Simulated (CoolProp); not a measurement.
CH3F (R41) along the isobar 7470 kPa: density (kg/m³) from the reference equation and from simpler models built on Tc = 317.3 K, pc = 5906 kPa, ω = 0.200; each cubic takes its own stable root.

Values from CoolProp's reference Helmholtz-energy equation of state, Lemmon 2006. It is a short technical equation, of lower accuracy than the large ones.

```json
[
 {"T (K)": "308.5", "phase": "liquid", "reference": "567.1", "van der Waals": "329.7", "Redlich-Kwong": "412.5", "Soave-Redlich-Kwong": "419.1"},
 {"T (K)": "320.1", "phase": "supercritical", "reference": "480.8", "van der Waals": "297.7", "Redlich-Kwong": "348.1", "Soave-Redlich-Kwong": "344.7"},
 {"T (K)": "331.8", "phase": "supercritical", "reference": "254.0", "van der Waals": "246.5", "Redlich-Kwong": "…", "Soave-Redlich-Kwong": "213.6"},
 {"T (K)": "343.4", "phase": "supercritical", "reference": "171.8", "van der Waals": "…", "Redlich-Kwong": "…", "Soave-Redlich-Kwong": "155.4"},
 {"T (K)": "355.1", "phase": "supercritical", "reference": "…", "van der Waals": "144.5", "Redlich-Kwong": "139.2", "Soave-Redlich-Kwong": "131.9"},
 {"T (K)": "366.7", "phase": "supercritical", "reference": "126.0", "van der Waals": "…", "Redlich-Kwong": "123.7", "Soave-Redlich-Kwong": "117.7"},
 {"T (K)": "378.4", "phase": "supercritical", "reference": "114.2", "van der Waals": "116.0", "Redlich-Kwong": "112.8", "Soave-Redlich-Kwong": "…"},
 {"T (K)": "390", "phase": "supercritical", "reference": "105.5", "van der Waals": "107.4", "Redlich-Kwong": "104.5", "Soave-Redlich-Kwong": "99.73"},
 {"T (K)": "401.7", "phase": "supercritical", "reference": "98.42", "van der Waals": "100.4", "Redlich-Kwong": "97.77", "Soave-Redlich-Kwong": "93.41"},
 {"T (K)": "413.3", "phase": "supercritical", "reference": "92.65", "van der Waals": "94.67", "Redlich-Kwong": "92.23", "Soave-Redlich-Kwong": "88.19"},
 {"T (K)": "425", "phase": "supercritical", "reference": "87.72", "van der Waals": "…", "Redlich-Kwong": "87.47", "Soave-Redlich-Kwong": "83.70"}
]
```

**Question.** What belongs in the gaps?

**Answer.** 
- 331.8, Redlich-Kwong: 235.7
- 343.4, van der Waals: 176.3
- 343.4, Redlich-Kwong: 165.6
- 355.1, reference: 142.8
- 366.7, van der Waals: 127.6
- 378.4, Soave-Redlich-Kwong: 107.5
- 425, van der Waals: 89.74
